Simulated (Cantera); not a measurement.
Pyrogenic steam for wet oxidation

A perfectly stirred reactor is fed with 42.4 % H2, 28.3 % O2, 28.0 % N2, 1.36 % H2O, at 100000 Pa; it is held at 850 K, and followed from long to short residence time.

Computed with Cantera and GRI-Mech 3.0 (53 species, 325 reactions). Below about 950 K walls govern HO2 and H2O2 in real vessels. The temperature is held fixed by assumption; the heat of reaction is taken as removed at once.

| τ (s) | x H2 | x O2 | x OH | x O | x NO2 | x H2O2 |
|---|---|---|---|---|---|---|
| 6.8 | 0.328 | 0.238 | 4.83e-9 | 2.43e-9 | <1e-12 | 0.00185 |
| 2.0 | 0.401 | 0.272 | 3.05e-9 | 2.50e-9 | <1e-12 | 0.00153 |
| 0.60 | 0.422 | 0.281 | 8.67e-10 | 9.78e-10 | <1e-12 | 0.000474 |
| 0.18 | 0.424 | 0.283 | 5.90e-11 | 9.56e-11 | <1e-12 | 3.02e-5 |
| 0.054 | 0.424 | 0.283 | 3.12e-12 | 8.46e-12 | <1e-12 | 1.08e-6 |
| 0.016 | 0.424 | 0.283 | <1e-12 | <1e-12 | <1e-12 | 1.96e-8 |
| 0.0048 | 0.424 | 0.283 | <1e-12 | <1e-12 | <1e-12 | 1.47e-9 |
| 0.0014 | 0.424 | 0.283 | <1e-12 | <1e-12 | <1e-12 | 1.20e-10 |
| 0.00042 | 0.424 | 0.283 | <1e-12 | <1e-12 | <1e-12 | 1.07e-11 |
| 0.00013 | 0.424 | 0.283 | <1e-12 | <1e-12 | <1e-12 | 1.01e-12 |
x: mole fraction; the columns are a selection and need not sum to one.
